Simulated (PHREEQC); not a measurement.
**Leach liquor: speciation**

Consider water at 20 °C with 1 mol/kgw H2SO4 and 0.108 mol/kgw ZnSO4. Closed to the air; pH follows from the charge balance.

All values are PHREEQC results (ion-association model, phreeqc.dat), not measurements.

| Quantity | Result |
|---|---|
| pH | 0.12 |
| ionic strength | 1.35 mol/kgw |
| activity of water | 0.963 |
| density | 1.070 g/cm³ |
| total alkalinity | -2000 meq/kg |

| species | molality | activity | log γ |
|---|---|---|---|
| H+ | 1.02 | 0.754 | -0.133 |
| HSO4- | 0.977 | 0.838 | -0.067 |
| SO4-2 | 0.0929 | 0.0127 | -0.864 |
| Zn+2 | 0.0764 | 0.0118 | -0.810 |
| ZnSO4 | 0.0249 | 0.0339 | 0.135 |
| Zn(SO4)2-2 | 0.00675 | 0.00365 | -0.267 |

Precipitation was switched off in this run. Caution: at this ionic strength the ion-association model is outside its range; a Pitzer model would be the better tool where its parameters exist.
